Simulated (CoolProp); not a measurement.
Vapour-liquid equilibrium of n-hexane (1) + o-xylene (2) at 363.6 K; x and y are mole fractions of (1).

Model: multi-fluid Helmholtz-energy mixture model, Thol 2019 and Zhou 2012; pair parameters Bell 2016, in CoolProp.

| x | bubble pressure (MPa) | y at the bubble point | dew pressure at overall composition x (MPa) | liquid density (mol/L) |
|---|---|---|---|---|
| 0.05 | 0.02929 | 0.383 | 0.01978 | 7.684 |
| 0.125 | 0.04431 | 0.619 | 0.02134 | 7.631 |
| 0.2 | 0.05861 | 0.733 | 0.02317 | 7.576 |
| 0.275 | 0.07227 | 0.800 | 0.02534 | 7.519 |
| 0.35 | 0.08536 | 0.845 | 0.02796 | 7.461 |
| 0.425 | 0.09797 | 0.878 | 0.03117 | 7.400 |
| 0.5 | 0.1102 | 0.903 | 0.03520 | 7.338 |
| 0.575 | 0.1222 | 0.923 | 0.04042 | 7.273 |
| 0.65 | 0.1340 | 0.940 | 0.04743 | 7.206 |
| 0.725 | 0.1458 | 0.955 | 0.05731 | 7.137 |
| 0.8 | 0.1578 | 0.969 | 0.07220 | 7.065 |
| 0.875 | 0.1700 | 0.981 | 0.09673 | 6.991 |
| 0.95 | 0.1826 | 0.992 | 0.1415 | 6.913 |

No azeotrope shows between x = 0.05 and 0.95.

Pair parameters are fitted to limited data, so mixtures are less certain than the pure fluids.
